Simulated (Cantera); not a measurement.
Thermal oxidation and active oxidation of silicon: Si + O2 + N2

Feed: 1 mol Si, 0.58 mol O2, 360 mol N2, equilibrated at 0.110 Pa.

Method: chemical equilibrium by Gibbs-energy minimisation in Cantera with the NASA 1993 tables (ideal gas, pure condensed phases). Candidate condensed phases: Si, SiO2, Si2N2O, Si3N4; 16 gas species. N2 is the only nitrogen source here; it is nearly inert below about 1500 K, so the nitride shown seldom forms there in practice. Mutual solubility and eutectic melting of coexisting phases are not modelled. The tables hold silica as quartz up to 1696 K and as liquid above; real silica turns to tridymite and cristobalite and melts near 1996 K. Rates play no part.

| T (K) | x N2 | x SiO | x O | x O2 | n SiO2(β-quartz) | n Si2N2O(s) |
|---|---|---|---|---|---|---|
| 900 | 1.00 | 3.24e-10 | <1e-12 | <1e-12 | 0.440 | 0.280 |
| 1000 | 1.00 | 2.98e-7 | <1e-12 | <1e-12 | 0.440 | 0.280 |
| 1100 | 1.000 | 7.82e-5 | <1e-12 | <1e-12 | 0.431 | 0.271 |
| 1200 | 0.998 | 0.00233 | <1e-12 | <1e-12 | 0.160 | 0 |
| 1300 | 0.998 | 0.00233 | 1.15e-11 | <1e-12 | 0.160 | 0 |
| 1400 | 0.998 | 0.00233 | 1.17e-8 | 1.67e-10 | 0.160 | 0 |
| 1500 | 0.998 | 0.00234 | 4.65e-6 | 1.44e-6 | 0.155 | 0 |
| 1600 | 0.997 | 0.00276 | 0.000150 | 0.000117 | 0 | 0 |
| 1700 | 0.997 | 0.00277 | 0.000296 | 4.81e-5 | 0 | 0 |
| 1800 | 0.997 | 0.00277 | 0.000386 | 1.11e-5 | 0 | 0 |
| 1900 | 0.997 | 0.00277 | 0.000418 | 2.16e-6 | 0 | 0 |
| 2000 | 0.997 | 0.00277 | 0.000429 | 4.53e-7 | 0 | 0 |
| 2100 | 0.997 | 0.00277 | 0.000435 | 1.08e-7 | 0 | 0 |
| 2200 | 0.997 | 0.00277 | 0.000440 | 2.92e-8 | 0 | 0 |
x: gas mole fraction; n: condensed amount in mol.

From 900 K to 1100 K the condensed part is SiO2(β-quartz) + Si2N2O(s). From 1200 K to 1500 K the condensed part is SiO2(β-quartz). From 1600 K to 2200 K nothing is condensed.
